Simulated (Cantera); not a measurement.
Input: 1 mol PbO, 2.4 mol CO, held at 1452 °C and 0.00133 bar.

Equilibrium computed with Cantera from the NASA thermochemical tables; the gas is ideal and each condensed phase is pure. Candidate condensed phases: C, Pb, PbO, PbO₂, Pb₃O₄; 15 gas species. Rates play no part.

Base state: CO 0.413, Pb 0.293, CO₂ 0.293, PbO 0.00102 (mole fractions); condensed: gas only.

What changes in the equilibrium state with this change: temperature from 1452 °C to 800 °C?


```csv
species,before,after
CO,0.413,0.551
CO₂,0.293,0.394
Pb,0.293,0.0548
PbO,0.00102,2.72e-7
"Pb(l), mol",0,0.861
```
